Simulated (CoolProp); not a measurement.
Sulfur hexafluoride along the isotherm -36.85 °C: Z from the reference equation and from simpler models built on Tc = 45.6 °C, pc = 3.755 MPa, ω = 0.210; each cubic takes its own stable root.

The numbers come from the reference Helmholtz-energy equation of state, Guder 2009 in CoolProp.

| p (MPa) | phase | reference |
|---|---|---|
| 0.00594 | gas | 0.9986 |
| 0.00924 | gas | 0.9978 |
| 0.0144 | gas | 0.9966 |
| 0.0224 | gas | 0.9947 |
| 0.0349 | gas | 0.9918 |
| 0.0543 | gas | 0.9871 |
| 0.0846 | gas | 0.9798 |
| 0.132 | gas | 0.9680 |
| 0.205 | gas | 0.9494 |
| 0.319 | gas | 0.9184 |
| 0.497 | liquid | 0.02074 |
| 0.774 | liquid | 0.03227 |
| 1.21 | liquid | 0.05037 |
| 1.88 | liquid | 0.07808 |

**Question.** How far does each simpler model (van der Waals, Redlich-Kwong, Peng-Robinson) lie from the reference over these 14 states: mean and median of the absolute difference, and the worst?

**Answer.** 
- van der Waals: mean 498.9 %, median 0.9 %, worst +4306.5 % at -36.85 °C and 0.497 MPa
- Redlich-Kwong: mean 299.7 %, median 0.3 %, worst +4167.1 % at -36.85 °C and 0.497 MPa
- Peng-Robinson: mean 2.1 %, median 0.0 %, worst -7.5 % at -36.85 °C and 1.88 MPa

At some of these states van der Waals, Redlich-Kwong gives the other phase, because its saturation line lies elsewhere.
